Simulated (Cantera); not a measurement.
**TiO2 + Cl2 + O2 (oxide etching and cleaning by halides)**

Charge: 1 mol TiO2, 8.1 mol Cl2, 4.8 mol O2, at 0.390 bar.

These are equilibrium values from Cantera (NASA tables, ideal gas, pure condensed phases), not measurements of a reactor. Candidate condensed phases: Ti, TiCl2, TiCl3, TiCl4, TiO, TiO2, Ti2O3, Ti3O5, Ti4O7; 15 gas species. Condensed phases not in the tables: TiOCl. The numbers say what is thermodynamically allowed, not how fast it happens.

| T (°C) | log p Cl2 | log p O2 | log p Cl | log p TiCl4 | log p ClO | log p O | log p TiOCl2 | log p TiCl3 | n TiO2(rutile) |
|---|---|---|---|---|---|---|---|---|---|
| 702 | -0.61 | -0.84 | -3.88 | -6.88 | -5.48 | -10.56 | <-12 | <-12 | 1.000 |
| 802 | -0.61 | -0.84 | -3.26 | -6.00 | -4.97 | -9.30 | -11.99 | <-12 | 1.000 |
| 902 | -0.61 | -0.84 | -2.75 | -5.28 | -4.55 | -8.26 | -10.38 | -11.20 | 1.000 |
| 1002 | -0.62 | -0.84 | -2.31 | -4.67 | -4.20 | -7.37 | -9.03 | -9.82 | 0.999 |
| 1102 | -0.63 | -0.84 | -1.95 | -4.17 | -3.90 | -6.62 | -7.88 | -8.66 | 0.998 |
| 1202 | -0.65 | -0.85 | -1.63 | -3.75 | -3.65 | -5.97 | -6.90 | -7.66 | 0.994 |
| 1302 | -0.68 | -0.86 | -1.36 | -3.41 | -3.44 | -5.40 | -6.07 | -6.82 | 0.986 |
| 1402 | -0.73 | -0.88 | -1.14 | -3.16 | -3.28 | -4.91 | -5.35 | -6.11 | 0.975 |
| 1502 | -0.81 | -0.90 | -0.96 | -3.00 | -3.15 | -4.47 | -4.75 | -5.52 | 0.961 |
log p: log10 of the partial pressure in bar; n: condensed amount in mol.

From 702 °C to 1502 °C the condensed part is TiO2(rutile). The main Ti-bearing gas is TiCl4 throughout.
